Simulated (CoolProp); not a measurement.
A single-stage vapour-compression cycle with R410A: evaporating at 295.15 K (dew point), condensing at 318.15 K (bubble point), superheat 0 K, subcooling 2 K, compressor efficiency 0.6, no pressure losses. Each further row changes one setting.

Model: reference Helmholtz-energy equation of state, Lemmon 2003, in CoolProp. It is a pseudo-pure fit of the blend.

```
case                              cooling COP  pressure ratio  discharge temperature (K)  refrigerating effect (kJ/kg)  volumetric capacity (kJ/m³)
--------------------------------  -----------  --------------  -------------------------  ----------------------------  ---------------------------
as stated                                6.20            1.79                      334.5                           154                         9300
evaporating temperature 300.15 K         8.22            1.57                      330.6                           155                        10800
condensing temperature 313.15 K          8.28            1.59                      326.2                           164                         9860
subcooling 7 K                           6.58            1.79                      334.5                           164                         9880
superheat 10 K                           6.14            1.79                      345.9                           167                         9260
compressor efficiency 0.5                5.16            1.79                      338.1                           154                         9300
```
